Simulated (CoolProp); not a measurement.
A single-stage vapour-compression cycle with the fluid: evaporating at 236.15 K (dew point), condensing at 257.15 K (bubble point), superheat 8 K, subcooling 5 K, compressor efficiency 0.7, no pressure losses. The same conditions are run with several fluids, on thermodynamics alone (safety and materials aside).

Computed with CoolProp (reference Helmholtz-energy equation of state of each fluid (R143a: Lemmon and Jacobsen 2000; n-perfluorobutane: Gao 2022; R13: Platzer 1990; R507A: Lemmon 2003; R152A: Outcalt 1996; CH2F2 (R32): Tillner-Roth 1997)). The equations of Platzer and Polt are older, rougher fits. Blends and air are pseudo-pure fits.

| fluid | cooling COP | pressure ratio | discharge temperature (K) | refrigerating effect (kJ/kg) | volumetric capacity (kJ/m³) |
|---|---|---|---|---|---|
| R143a | 7.40 | … | … | 204 | 1440 |
| n-perfluorobutane | … | 2.91 | 261.2 | 97.7 | … |
| R13 | 7.00 | 1.92 | 278.0 | 112 | 4460 |
| R507A | 7.40 | 2.30 | 277.5 | 176 | 1440 |
| R152A | 7.43 | 2.60 | … | 323 | … |
| CH2F2 (R32) | 7.20 | … | 305.8 | 347 | 1910 |

Question: Some entries are withheld; supply them.

Answer: 
- R143a, pressure ratio: 2.27
- R143a, discharge temperature (K): 279.6
- n-perfluorobutane, cooling COP: 7.47
- n-perfluorobutane, volumetric capacity (kJ/m³): 222
- R152A, discharge temperature (K): 291.4
- R152A, volumetric capacity (kJ/m³): 592
- CH2F2 (R32), pressure ratio: 2.32
